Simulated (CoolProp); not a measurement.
Model: reference Helmholtz-energy equation of state, Span 1996, in CoolProp.

Task: For carbon dioxide, give the phase and the cv (kJ/(kg K)), Joule-Thomson coefficient (K/MPa), Prandtl number at 424.85 °C and 1.59 bar; 250.55 °C and 59.3 bar; 447.35 °C and 205 bar.

Result: 
- 424.85 °C and 1.59 bar: gas; cv 0.937, Joule-Thomson coefficient 1.37, Prandtl number 0.728
- 250.55 °C and 59.3 bar: gas; cv 0.856, Joule-Thomson coefficient 2.59, Prandtl number 0.767
- 447.35 °C and 205 bar: supercritical; cv 0.963, Joule-Thomson coefficient 0.847, Prandtl number 0.767

Viscosity comes from a separate model (Laesecke 2017). Thermal conductivity comes from a separate model (Huber 2016).
